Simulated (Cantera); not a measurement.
An adiabatic, constant-pressure homogeneous reactor starts with CO : H₂ : O₂ : N₂ = 1 : 0.049 : 1.34 : 5.06 (molar parts), equivalence ratio 0.39, at 1200 K and 130000 Pa. Integrator tolerance rtol = 1e-08.

Computed with Cantera and GRI-Mech 3.0 (53 species, 325 reactions).

### Question
What does this change do: 0.046 parts H2O added?

### Answer
```tsv
quantity	before	after
time of steepest temperature rise	0.160 ms	0.255 ms
temperature at 0.500 s	2234 K	2226 K
equilibrium temperature	2233 K	2225 K
x(CO) at 0.500 s	0.00280 (gas-phase equilibrium 0.00280)	0.00264 (gas-phase equilibrium 0.00264)
x(H₂) at 0.500 s	2.37e-5 (gas-phase equilibrium 2.37e-5)	4.48e-5 (gas-phase equilibrium 4.46e-5)
x(O₂) at 0.500 s	0.113 (gas-phase equilibrium 0.113)	0.113 (gas-phase equilibrium 0.113)
x(N₂O) at 0.500 s	5.83e-7 (gas-phase equilibrium 5.84e-7)	5.66e-7 (gas-phase equilibrium 5.68e-7)
x(H) at 0.500 s	2.93e-5 (gas-phase equilibrium 2.92e-5)	3.84e-5 (gas-phase equilibrium 3.82e-5)
x(H₂O₂) at 0.500 s	9.21e-9 (gas-phase equilibrium 9.20e-9)	1.78e-8 (gas-phase equilibrium 1.77e-8)
x(HO₂) at 0.500 s	1.13e-6 (gas-phase equilibrium 1.12e-6)	1.54e-6 (gas-phase equilibrium 1.53e-6)
```

### Question
What does this change do: constant volume in place of constant pressure?

### Answer
```tsv
quantity	before	after
time of steepest temperature rise	0.160 ms	0.247 ms
temperature at 0.500 s	2234 K	2424 K
equilibrium temperature	2233 K	2424 K
x(CO) at 0.500 s	0.00280 (gas-phase equilibrium 0.00280)	0.00640 (gas-phase equilibrium 0.00640)
x(H₂) at 0.500 s	2.37e-5 (gas-phase equilibrium 2.37e-5)	4.69e-5 (gas-phase equilibrium 4.69e-5)
x(O₂) at 0.500 s	0.113 (gas-phase equilibrium 0.113)	0.112 (gas-phase equilibrium 0.112)
x(N₂O) at 0.500 s	5.83e-7 (gas-phase equilibrium 5.84e-7)	1.16e-6 (gas-phase equilibrium 1.16e-6)
x(H) at 0.500 s	2.93e-5 (gas-phase equilibrium 2.92e-5)	7.83e-5 (gas-phase equilibrium 7.83e-5)
x(H₂O₂) at 0.500 s	9.21e-9 (gas-phase equilibrium 9.20e-9)	1.87e-8 (gas-phase equilibrium 1.87e-8)
x(HO₂) at 0.500 s	1.13e-6 (gas-phase equilibrium 1.12e-6)	2.23e-6 (gas-phase equilibrium 2.23e-6)
```

### Question
What does this change do: pressure from 130000 Pa to 300000 Pa?

### Answer
| quantity | before | after |
|---|---|---|
| time of steepest temperature rise | 0.160 ms | 0.168 ms |
| temperature at 0.500 s | 2234 K | 2242 K |
| equilibrium temperature | 2233 K | 2242 K |
| x(CO) at 0.500 s | 0.00280 (gas-phase equilibrium 0.00280) | 0.00196 (gas-phase equilibrium 0.00196) |
| x(H₂) at 0.500 s | 2.37e-5 (gas-phase equilibrium 2.37e-5) | 1.67e-5 (gas-phase equilibrium 1.67e-5) |
| x(O₂) at 0.500 s | 0.113 (gas-phase equilibrium 0.113) | 0.113 (gas-phase equilibrium 0.113) |
| x(N₂O) at 0.500 s | 5.83e-7 (gas-phase equilibrium 5.84e-7) | 9.03e-7 (gas-phase equilibrium 9.03e-7) |
| x(H) at 0.500 s | 2.93e-5 (gas-phase equilibrium 2.92e-5) | 1.69e-5 (gas-phase equilibrium 1.69e-5) |
| x(H₂O₂) at 0.500 s | 9.21e-9 (gas-phase equilibrium 9.20e-9) | 1.45e-8 (gas-phase equilibrium 1.45e-8) |
| x(HO₂) at 0.500 s | 1.13e-6 (gas-phase equilibrium 1.12e-6) | 1.43e-6 (gas-phase equilibrium 1.43e-6) |
The hydrogen kinetics of GRI-Mech 3.0 are dated; newer H2 mechanisms differ, most at raised pressure.
